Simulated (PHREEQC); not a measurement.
Make-up at 20 °C: 0.46 mol/kgw Na2SO4, 0.057 mol/kgw KCl and 2.9 mol/kgw NaCl. Closed to the air; pH follows from the charge balance.

Computed with PHREEQC (Pitzer model, pitzer.dat).

Each row changes one thing in this solution. No solid was allowed to form.

```tsv
case	pH	SI of Mirabilite (Na2SO4:10H2O)	SI of Halite (NaCl)
as made	7.06	-0.26	-0.84
0.71 mol/kgw KOH added	13.83	…	-0.83
KCl replaced by KOH at the same molality	…	-0.26	-0.85
diluted 5-fold with water	7.16	…	-2.31
0.062 mol/kgw NaHCO3 added	…	-0.27	-0.83
```

**Question.** Fill in the missing entries.

**Answer.** 
- 0.71 mol/kgw KOH added, SI of Mirabilite (Na2SO4:10H2O): -0.43
- KCl replaced by KOH at the same molality, pH: 12.62
- diluted 5-fold with water, SI of Mirabilite (Na2SO4:10H2O): -1.34
- 0.062 mol/kgw NaHCO3 added, pH: 7.41

Species that the database lacks are ignored. In brines, pH and single-ion activities rest on the MacInnes convention.
